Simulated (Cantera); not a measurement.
Input: 1 mol Si, 0.29 mol CO2, 410 mol N2, 0.037 mol N2O, held at 1573.15 K and 750 Torr.

Method: chemical equilibrium by Gibbs-energy minimisation in Cantera with the NASA 1993 tables (ideal gas, pure condensed phases). Candidate condensed phases: C, Si, SiC, SiO2, Si2N2O, Si3N4; 34 gas species. Mutual solubility and eutectic melting of coexisting phases are not modelled. Rates play no part.

Base state: N2 1.000, CO 0.000300 (mole fractions); condensed: C(graphite) + Si2N2O(s) + Si3N4(s).

What changes in the equilibrium state with this change: Si replaced by Si3N4?


```tsv
species	before	after
N2	1.000	1.000
CO	0.000300	0.000300
C(graphite), mol	0.167	0.167
Si2N2O(s), mol	0.494	0.494
Si3N4(s), mol	0.00404	0.671
```

What changes in the equilibrium state with this change: temperature from 1573.15 K to 2025 K?


```json
[
 {"species": "N2", "before": "1.000", "after": "0.998"},
 {"species": "SiO", "before": "2.69e-7", "after": "0.000797"},
 {"species": "CO", "before": "0.000300", "after": "0.000707"},
 {"species": "Si", "before": "<1e-9", "after": "2.17e-5"},
 {"species": "C(graphite), mol", "before": "0.167", "after": "0"},
 {"species": "Si2N2O(s), mol", "before": "0.494", "after": "0"},
 {"species": "Si3N4(s), mol", "before": "0.00404", "after": "0.220"}
]
```
